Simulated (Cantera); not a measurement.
Charge: 1 mol C2H2, 0.0086 mol O2, a varied amount of H2, 0.032 mol CO2, held at 2573 K and 100 Torr.

These are equilibrium values from Cantera (NASA tables, ideal gas, pure condensed phases), not measurements of a reactor. Candidate condensed phases: C, C6H6, C7H8, C8H18, H2O; 110 gas species. Kinetics and transport are ignored.

Task: At 3.4 mol H2, list the 5 most abundant gas species with their mole fractions, and the condensed phases.

Result: H2 0.881, H 0.0883, CO 0.0173, C2H2 (acetylene) 0.0129, C2H 0.000107. Condensed: C(graphite).
